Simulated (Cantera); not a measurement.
Feed: 1 mol SiH₄, 27 mol N₂, at 1398.15 K and 1.33 mbar.

Method: chemical equilibrium by Gibbs-energy minimisation in Cantera with the NASA 1993 tables (ideal gas, pure condensed phases). Candidate condensed phases: Si, Si₃N₄; 18 gas species. N₂ is the only nitrogen source here; it is nearly inert below about 1500 K, so the nitride shown seldom forms there in practice. Kinetics and transport are ignored.

Base state: N₂ 0.929, H₂ 0.0706, H 3.45e-5 (mole fractions); condensed: Si₃N₄(s).

What changes in the equilibrium state with this change: SiH₄ replaced by SiF₄?


```tsv
species	before	after
N₂	0.929	0.964
SiF₄	0	0.0357
H₂	0.0706	0
H	3.45e-5	0
Si₃N₄(s), mol	0.333	0
```
